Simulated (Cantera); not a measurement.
## Premixed flame

A freely propagating, adiabatic, planar premixed flame of H2 : O2 : N2 = 1 : 0.227 : 0.659 (molar parts), equivalence ratio 2.2, unburnt at 500 K and 2480 Torr; mixture-averaged transport, grid criteria slope 0.08 and curve 0.16, no radiation.

Model: the H2/O2 subset of GRI-Mech 3.0, which has no nitrogen chemistry, integrated in Cantera. The hydrogen kinetics of GRI-Mech 3.0 are dated; newer H2 mechanisms differ, most at raised pressure. Burning velocities carry a grid error of a few per cent, more on coarse grids.

```tsv
z (mm)	T (K)	u (m/s)	x H2	x O2	x HO2	x O	x OH	x H2O2
-0.264	500	8.05	0.530	0.120	<1e-8	<1e-8	<1e-8	<1e-8
-0.176	500	8.05	0.530	0.120	<1e-8	<1e-8	<1e-8	<1e-8
-0.132	500	8.05	0.530	0.120	<1e-8	<1e-8	<1e-8	<1e-8
-0.0881	500	8.05	0.530	0.120	7.66e-7	1.72e-8	<1e-8	1.03e-8
-0.0440	542	8.62	0.524	0.121	0.000453	9.29e-6	5.69e-5	1.21e-5
-0.0220	842	13.0	0.487	0.114	0.000552	0.000276	0.000967	5.15e-5
0	1278	19.1	0.407	0.0816	0.000233	0.00194	0.00198	1.20e-5
0.0220	1582	23.4	0.329	0.0346	9.08e-5	0.00270	0.00372	2.37e-6
0.0440	1734	25.6	0.295	0.0105	2.66e-5	0.00169	0.00430	1.18e-6
0.0881	1863	27.3	0.288	0.00119	2.96e-6	0.000851	0.00451	5.77e-7
0.176	1979	28.8	0.296	0.000233	6.94e-7	0.000547	0.00430	3.11e-7
0.352	2086	30.1	0.305	0.000118	3.85e-7	0.000308	0.00363	1.63e-7
0.705	2172	31.1	0.313	5.50e-5	1.93e-7	0.000145	0.00271	8.14e-8
```
x: mole fraction of selected species; z is measured from the peak of heat release.

```
Quantity                     Result
------------------------  ---------
laminar burning velocity   805 cm/s
thermal thickness         0.0881 mm
peak x(HO2)                0.000815
peak x(O)                   0.00280
peak x(OH)                  0.00451
peak x(H2O2)                5.26e-5
```
